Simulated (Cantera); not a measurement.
Charge: 1 mol AlCl₃, 8.1 mol N₂, 3.2 mol HCl, at 3.50 mbar.

Method: chemical equilibrium by Gibbs-energy minimisation in Cantera with the NASA 1993 tables (ideal gas, pure condensed phases). Candidate condensed phases: Al, AlCl₃, AlN, NH₄Cl; 20 gas species. The tables' values for AlCl₂ are old estimates; treat these amounts as uncertain. Equilibrium is a limit: real reactors are often held back by kinetics, nucleation or transport.

**Question.** At 1348 K, list the 4 most abundant gas species with their mole fractions, and the condensed phases.

**Answer.** N₂ 0.658, HCl 0.260, AlCl₃ 0.0812, Cl 0.000531. Condensed: gas only.
